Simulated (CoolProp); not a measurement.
The numbers come from the reference Helmholtz-energy equation of state, Wu 2011 in CoolProp.

Question: For dimethyl ether, give the phase and the cv (kJ/(kg K)), speed of sound (m/s) at 441.3 K and 0.101 MPa; 525 K and 0.101 MPa.

Answer: 
- 441.3 K and 0.101 MPa: gas; cv 1.68, speed of sound 296
- 525 K and 0.101 MPa: gas; cv 1.92, speed of sound 321
